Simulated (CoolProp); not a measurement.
Model: reference Helmholtz-energy equation of state, Akasaka 2019, in CoolProp.

Question: For R1234ze(Z), give the phase and the Z, cp (kJ/(kg K)), cv (kJ/(kg K)), Joule-Thomson coefficient (K/MPa) at 314.8 K and 108 kPa; 314.8 K and 1080 kPa; 314.8 K and 3400 kPa.

Answer: 
- 314.8 K and 108 kPa: gas; Z 0.965, cp 0.885, cv 0.797, Joule-Thomson coefficient 32.6
- 314.8 K and 1080 kPa: liquid; Z 0.0398, cp 1.32, cv 0.907, Joule-Thomson coefficient -0.155
- 314.8 K and 3400 kPa: liquid; Z 0.124, cp 1.31, cv 0.907, Joule-Thomson coefficient -0.182
